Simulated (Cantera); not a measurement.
**Premixed flame**

A freely propagating, adiabatic, planar premixed flame of H2 : O2 : N2 = 1 : 0.781 : 3.67 (molar parts), unburnt at 350 K and 690000 Pa; mixture-averaged transport, grid criteria slope 0.08 and curve 0.16, no radiation.

Cantera simulation using the H2/O2 subset of GRI-Mech 3.0, which has no nitrogen chemistry; the numbers are that mechanism's predictions, not measurements. The hydrogen kinetics of GRI-Mech 3.0 are dated; newer H2 mechanisms differ, most at raised pressure. Burning velocities carry a grid error of a few per cent, more on coarse grids. Lean hydrogen flames are cellular in practice and burn faster than this planar one.

```
z (mm)   T (K)  u (m/s)      x H2    x O2    x H2O2      x OH       x H       x O
-------  -----  -------  --------  ------  --------  --------  --------  --------
-0.333     351    0.219     0.176   0.144   1.33e-7     <1e-8     <1e-8     <1e-8
-0.222     361    0.222     0.161   0.147   2.40e-6     <1e-8     <1e-8     <1e-8
-0.167     386    0.233     0.142   0.149   1.19e-5     <1e-8     <1e-8     <1e-8
-0.111     489    0.287     0.108   0.148   6.39e-5     <1e-8     <1e-8     <1e-8
-0.0556    829    0.474    0.0610   0.129  0.000239   3.60e-7   2.30e-7   6.38e-7
-0.0278   1140    0.650    0.0361   0.107  0.000232   7.60e-5   6.01e-5   4.80e-5
0         1448    0.826    0.0153  0.0809   1.40e-5  0.000849  0.000458  0.000445
0.0278    1611    0.920   0.00512  0.0667   3.02e-6   0.00185  0.000450  0.000618
0.0556    1674    0.956   0.00193  0.0622   1.87e-6   0.00192  0.000208  0.000422
0.111     1710    0.976  0.000463  0.0605   8.70e-7   0.00128   3.57e-5  0.000142
0.222     1720    0.982   8.00e-5  0.0603   3.04e-7  0.000640   3.35e-6   3.17e-5
0.445     1723    0.983   1.55e-5  0.0604   1.19e-7  0.000351   4.38e-7   9.11e-6
0.889     1723    0.983   8.26e-6  0.0604   8.45e-8  0.000276   2.10e-7   5.63e-6
```
x: mole fraction of selected species; z is measured from the peak of heat release.

| Quantity | Value |
|---|---|
| laminar burning velocity | 22.0 cm/s |
| thermal thickness | 0.111 mm |
| peak x(H2O2) | 0.000277 |
| peak x(OH) | 0.00198 |
| peak x(H) | 0.000534 |
| peak x(O) | 0.000630 |
